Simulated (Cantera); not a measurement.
## Silicon oxide and oxynitride deposition: TEOS + NO + H2

Feed: 1 mol TEOS, a varied amount of NO, 6.2 mol H2, equilibrated at 1550 °C and 62.0 mbar.

These are equilibrium values from Cantera (NASA tables, ideal gas, pure condensed phases), not measurements of a reactor. Candidate condensed phases: C, C6H6, C7H8, C8H18, H2O, Si, SiC, SiO2, Si2N2O, Si3N4; 151 gas species. The feed counts by its element totals alone. The tables hold silica as quartz up to 1696 K and as liquid above; real silica turns to tridymite and cristobalite and melts near 1996 K. Gases not in the tables: Si(OH)4. Rates play no part.

From 0.92 mol NO to 2.8 mol NO the condensed part is C(graphite) + SiC(s). At 4 mol NO the condensed part is SiC(s). From 5.8 mol NO to 25 mol NO the condensed part is SiO2(condensed). The share of Si in condensed phases is highest at 25 mol NO (100.0 %) and lowest at 4 mol NO (49.4 %).

| n(NO) (mol) | x H2 | x H2O | x N2 | x CO | x CO2 | x SiO | n C(graphite) | n SiC(s) | n SiO2(condensed) |
|---|---|---|---|---|---|---|---|---|---|
| 0.92 | 0.749 | 2.68e-6 | 0.0209 | 0.226 | 2.07e-7 | 0.00134 | 2.11 | 0.971 | 0 |
| 1.3 | 0.729 | 2.74e-6 | 0.0288 | 0.238 | 2.28e-7 | 0.00141 | 1.73 | 0.969 | 0 |
| 1.9 | 0.701 | 2.81e-6 | 0.0406 | 0.254 | 2.61e-7 | 0.00151 | 1.13 | 0.965 | 0 |
| 2.8 | 0.662 | 2.89e-6 | 0.0566 | 0.277 | 3.10e-7 | 0.00164 | 0.239 | 0.960 | 0 |
| 4 | 0.617 | 9.40e-6 | 0.0761 | 0.286 | 1.11e-6 | 0.0193 | 0 | 0.494 | 0 |
| 5.8 | 0.587 | 0.00302 | 0.106 | 0.291 | 0.000384 | 0.0107 | 0 | 0 | 0.707 |
| 8.4 | 0.495 | 0.0744 | 0.148 | 0.271 | 0.0104 | 0.000367 | 0 | 0 | 0.990 |
| 12 | 0.365 | 0.170 | 0.199 | 0.237 | 0.0282 | 0.000118 | 0 | 0 | 0.996 |
| 18 | 0.193 | 0.294 | 0.271 | 0.173 | 0.0674 | 3.63e-5 | 0 | 0 | 0.999 |
| 25 | 0.0592 | 0.382 | 0.340 | 0.0823 | 0.136 | 8.55e-6 | 0 | 0 | 1.000 |
x: gas mole fraction; n: condensed amount in mol.
